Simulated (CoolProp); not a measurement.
Values from CoolProp's reference Helmholtz-energy equation of state, Lemmon 2006. It is a short technical equation, of lower accuracy than the large ones.

Q: For toluene, give the phase and the cp (kJ/(kg K)), conductivity (mW/(m K)) at 544.6 K and 2.48 MPa; 574.8 K and 2.48 MPa.

A: 
- 544.6 K and 2.48 MPa: liquid; cp 2.91, conductivity 78.1
- 574.8 K and 2.48 MPa: gas; cp 2.52, conductivity 41.0

Thermal conductivity comes from a separate model (Assael 2012).
